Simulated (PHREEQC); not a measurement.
Solution (68 °C): 0.19 mol Cu(NO3)2 and 0.00017 mol HCl per kg of water. Closed to the air; pH follows from the charge balance.

Computed with PHREEQC (ion-association model, wateq4f.dat).

| quantity | before | after |
|---|---|---|
| pH | 3.51 | 3.87 |
| Cl- (mol/kgw) | 0.000101 | 1.79e-6 |

**Question.** Which change was made?
(A) Cu(NO3)2 from 0.19 to 0.095 mol/kgw
(B) temperature from 68 to 70 °C
(C) HCl from 0.00017 to 0.000153 mol/kgw
(D) Cu(NO3)2 replaced by AgNO3 at the same molality
(E) Cu(NO3)2 left out

**Answer.** D, Cu(NO3)2 replaced by AgNO3 at the same molality

This is a speciation only: nothing precipitates in the calculation. Some of these states are supersaturated (in Cerargyrite, for instance). At this temperature some constants are extrapolated from 25 °C, and those without enthalpy data are left unchanged.
